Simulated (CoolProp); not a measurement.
Properties of carbon monoxide along the isobar 5.87 bar.

Values from CoolProp's reference Helmholtz-energy equation of state, Lemmon 2006. It is a short technical equation, of lower accuracy than the large ones.

```csv
T (K),phase,Z,cp (kJ/(kg K)),cv (kJ/(kg K)),isothermal compressibility (1/MPa),expansivity (1/kK)
103.2,gas,0.8681,1.357,0.8379,2.008,14.93
109,gas,0.8907,1.265,0.8034,1.938,12.92
114.7,gas,0.9075,1.214,0.7861,1.893,11.58
120.5,gas,0.9209,1.180,0.7756,1.860,10.55
126.3,gas,0.9318,1.156,0.7686,1.835,9.731
132,gas,0.9406,1.139,0.7636,1.816,9.068
137.8,gas,0.9480,1.125,0.7599,1.800,8.498
143.5,gas,0.9542,1.114,0.7570,1.788,8.016
149.3,gas,0.9596,1.105,0.7548,1.777,7.588
155,gas,0.9641,1.098,0.7530,1.768,7.216
```
